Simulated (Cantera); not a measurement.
A perfectly stirred reactor is fed with CH4 : CO2 = 1 : 0.36 (molar parts), at 0.133 bar; it is held at 2050 K, and followed from long to short residence time.

Model: GRI-Mech 3.0 (53 species, 325 reactions), integrated in Cantera. GRI-Mech 3.0 stops at C3 and has no aromatics, soot or wall deposition, so with more carbon than oxygen in the feed, carbon stays in small species such as C2H2 where larger ones or solid carbon would form.

```tsv
quantity	before	after
x(CH4) at τ = 5.10 s	0.00159	0.00304
x(CO2) at τ = 5.10 s	8.99e-5	3.30e-5
x(H2O) at τ = 5.10 s	0.000722	0.000282
x(CH2CO) at τ = 5.10 s	8.38e-7	7.83e-7
x(O) at τ = 5.10 s	1.46e-9	5.76e-11
x(CH4) at τ = 0.100 s	0.0135	0.0111
x(CO2) at τ = 0.100 s	0.00412	0.00147
x(H2O) at τ = 0.100 s	0.0289	0.0119
x(CH2CO) at τ = 0.100 s	2.56e-5	9.51e-6
x(O) at τ = 0.100 s	3.63e-8	2.37e-9
```

**Question.** Name the change that produced these shifts.
A. pressure from 0.133 bar to 1.40 bar
B. temperature 2050 to 1225 K
C. CO2 0.36 to 0.051 parts
D. temperature 2050 to 1725 K

**Answer.** A, pressure from 0.133 bar to 1.40 bar
